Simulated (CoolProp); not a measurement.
Vapour-liquid equilibrium of cyclohexane (1) + toluene (2) at 541 kPa; x and y are mole fractions of (1).

Computed with CoolProp (multi-fluid Helmholtz-energy mixture model, Zhou 2014 and Lemmon 2006; pair parameters Bell 2016).

```
x     bubble temperature (K)  y at the bubble point  dew temperature at overall composition x (K)  liquid density (mol/L)
----  ----------------------  ---------------------  --------------------------------------------  ----------------------
0.05                   452.5                  0.095                                         453.9                   7.601
0.15                   447.2                  0.258                                         450.8                   7.623
0.25                   442.7                  0.391                                         447.5                   7.638
0.35                   438.7                  0.503                                         444.1                   7.648
0.45                   435.3                  0.599                                         440.6                   7.653
0.55                   432.3                  0.683                                         437.1                   7.656
0.65                   429.6                  0.760                                         433.5                   7.657
0.75                   427.2                  0.831                                         429.9                   7.658
0.85                   425.0                  0.899                                         426.5                   7.660
0.95                   423.0                  0.966                                         423.4                   7.663
```

No azeotrope shows between x = 0.05 and 0.95.

The pair parameters rest on a limited set of measurements; away from them the model extrapolates.
